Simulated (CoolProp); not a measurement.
Properties of octamethyltrisiloxane (MDM) along the isobar 1.75 MPa.

Computed with CoolProp (reference Helmholtz-energy equation of state, Thol 2017).

| T (K) | phase | density (kg/m³) | cp (kJ/(kg K)) | speed of sound (m/s) | Joule-Thomson coefficient (K/MPa) |
|---|---|---|---|---|---|
| 305.1 | liquid | 810.9 | 1.796 | 906.5 | -0.4308 |
| 314.7 | liquid | 801.3 | 1.819 | 874.6 | -0.4173 |
| 324.4 | liquid | 791.6 | 1.842 | 842.8 | -0.4031 |
| 334 | liquid | 781.9 | 1.865 | 811.7 | -0.3882 |
| 343.7 | liquid | 772.0 | 1.890 | 780.7 | -0.3723 |
| 353.3 | liquid | 762.1 | 1.914 | 750.3 | -0.3557 |
| 363 | liquid | 752.0 | 1.938 | 720.0 | -0.3378 |
| 372.6 | liquid | 741.8 | 1.963 | 690.4 | -0.3190 |
| 382.3 | liquid | 731.4 | 1.987 | 660.8 | -0.2985 |
| 391.9 | liquid | 720.9 | 2.012 | 631.9 | -0.2765 |
| 401.6 | liquid | 710.1 | 2.037 | 603.0 | -0.2524 |
| 411.2 | liquid | 699.2 | 2.062 | 574.7 | -0.2261 |
| 420.9 | liquid | 688.0 | 2.087 | 546.4 | -0.1966 |
| 430.5 | liquid | 676.6 | 2.112 | 518.6 | -0.1640 |
| 440.2 | liquid | 664.7 | 2.138 | 490.8 | -0.1267 |
